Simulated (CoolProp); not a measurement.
Vapour-liquid equilibrium of propane (1) + n-pentane (2) at 240.2 K; x and y are mole fractions of (1).

Model: multi-fluid Helmholtz-energy mixture model, Lemmon 2009 and Thol 2019; pair parameters Kunz 2012, in CoolProp.

```csv
x,"bubble pressure, mixture model (kPa)","bubble pressure, Raoult's law (kPa)","y, mixture model","y, Raoult's law"
0.05,14.25,11.51,0.713,0.648
0.125,27.81,22.38,0.862,0.833
0.2,40.07,33.25,0.911,0.897
0.275,51.42,44.12,0.936,0.930
0.35,62.13,54.99,0.951,0.950
0.425,72.39,65.86,0.962,0.963
0.5,82.35,76.73,0.970,0.972
0.575,92.14,87.60,0.976,0.979
0.65,101.8,98.47,0.982,0.985
0.725,111.5,109.3,0.986,0.989
0.8,121.3,120.2,0.990,0.993
0.875,131.4,131.1,0.994,0.996
0.95,141.9,142.0,0.998,0.998
```

The largest gap from Raoult's law is +24.3 % in bubble pressure, at x = 0.125. No azeotrope shows between x = 0.05 and 0.95.

The pair parameters rest on a limited set of measurements; away from them the model extrapolates.
